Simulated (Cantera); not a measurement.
An isothermal, constant-pressure homogeneous reactor starts with CH₄ : CO₂ : H₂ = 1 : 1.4 : 0.23 (molar parts), at 2125 K and 5.43 atm.

Computed with Cantera and GRI-Mech 3.0 (53 species, 325 reactions).

One state of this run: x CH₄ = 3.04e-7; x CO₂ = 0.0169; x H₂ = 0.411; x O₂ = 2.59e-9; x OH = 2.09e-5; x CH₃ = 1.43e-8. x: mole fraction; the columns are a selection and need not sum to one.

### Question
Which value of t (s) does it belong to?
A) 0.00316
B) 0.0501
C) 0.00126
D) 5.02

### Answer
D, 5.02
